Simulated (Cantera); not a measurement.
Mixture: 6.28 % C3H8, 19.6 % O2, 74.1 % N2, at 1.01 bar, adiabatic and at constant volume. Ignition delay is the time to a rise of 400 K.

Computed with Cantera and GRI-Mech 3.0 (53 species, 325 reactions). GRI-Mech 3.0 was tuned for natural gas; its chemistry of propane as a main component is partial and can be far from experiment.

Problem. Predict: delay at 1050 K; delay at 1200 K; delay at 1350 K; delay at 1500 K; delay at 1650 K; apparent activation energy between 1575 and 1725 K.

Solution. 
```json
{
 "delay at 1050 K": "0.174 s",
 "delay at 1200 K": "5.87 ms",
 "delay at 1350 K": "0.429 ms",
 "delay at 1500 K": "73.0 µs",
 "delay at 1650 K": "23.3 µs",
 "apparent activation energy between 1575 and 1725 K": "140 kJ/mol"
}
```
